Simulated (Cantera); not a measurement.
# Calcination and drying: LiOH + H₂ + O₂

Input: 1 mol LiOH, 3.2 mol H₂, 12 mol O₂, at 750 Torr.

These are equilibrium values from Cantera (NASA tables, ideal gas, pure condensed phases), not measurements of a reactor. Candidate condensed phases: H₂O, Li, LiH, LiOH, Li₂O; 17 gas species. Kinetics and transport are ignored.

| T (K) | x O₂ | x H₂O | x LiOH | x OH | x Li₂(OH)₂ | x O | x Li₂O | x Li₂O₂ | n Li₂O(s) |
|---|---|---|---|---|---|---|---|---|---|
| 1550 | 0.729 | 0.247 | 0.0241 | 0.000256 | 0.000385 | 6.68e-6 | 5.81e-6 | 3.32e-6 | 0.323 |
| 1575 | 0.726 | 0.243 | 0.0297 | 0.000310 | 0.000432 | 9.13e-6 | 9.53e-6 | 4.99e-6 | 0.281 |
| 1600 | 0.724 | 0.239 | 0.0363 | 0.000373 | 0.000480 | 1.23e-5 | 1.54e-5 | 7.40e-6 | 0.232 |
| 1625 | 0.721 | 0.234 | 0.0439 | 0.000445 | 0.000530 | 1.65e-5 | 2.44e-5 | 1.08e-5 | 0.175 |
| 1650 | 0.718 | 0.228 | 0.0528 | 0.000527 | 0.000581 | 2.19e-5 | 3.82e-5 | 1.56e-5 | 0.108 |
| 1675 | 0.714 | 0.222 | 0.0629 | 0.000619 | 0.000631 | 2.89e-5 | 5.89e-5 | 2.23e-5 | 0.0317 |
| 1700 | 0.712 | 0.219 | 0.0672 | 0.000730 | 0.000556 | 3.77e-5 | 7.17e-5 | 2.53e-5 | 0 |
| 1725 | 0.712 | 0.219 | 0.0674 | 0.000863 | 0.000435 | 4.90e-5 | 7.59e-5 | 2.49e-5 | 0 |
| 1750 | 0.712 | 0.219 | 0.0676 | 0.00101 | 0.000342 | 6.31e-5 | 8.02e-5 | 2.46e-5 | 0 |
| 1775 | 0.712 | 0.219 | 0.0677 | 0.00119 | 0.000271 | 8.08e-5 | 8.44e-5 | 2.42e-5 | 0 |
| 1800 | 0.712 | 0.219 | 0.0678 | 0.00138 | 0.000216 | 0.000103 | 8.87e-5 | 2.39e-5 | 0 |
x: gas mole fraction; n: condensed amount in mol.

From 1550 K to 1675 K the condensed part is Li₂O(s). From 1700 K to 1800 K nothing is condensed. The main Li-bearing gas is LiOH throughout.
